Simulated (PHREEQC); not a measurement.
0.1 mol of Fluorite (CaF2) is brought to equilibrium with 1 kg of water holding 3 mmol/kgw NaCl, at 50 °C, the pH being set by adding NaOH or HCl. O2 is buffered at 0.21 atm. The system is closed to CO2. Only these solids could form: Fluorite.

All values are PHREEQC results (ion-association model, phreeqc.dat), not measurements.

Problem. Predict CaOH+ (mol/kgw) at pH = 5.44, 10.69.

Solution. 
```json
[
 {"pH": "5.44", "CaOH+ (mol/kgw)": "9.50e-12"},
 {"pH": "10.69", "CaOH+ (mol/kgw)": "1.64e-6"}
]
```

Species that the database lacks are ignored. Constants without temperature data keep their 25 °C values here.
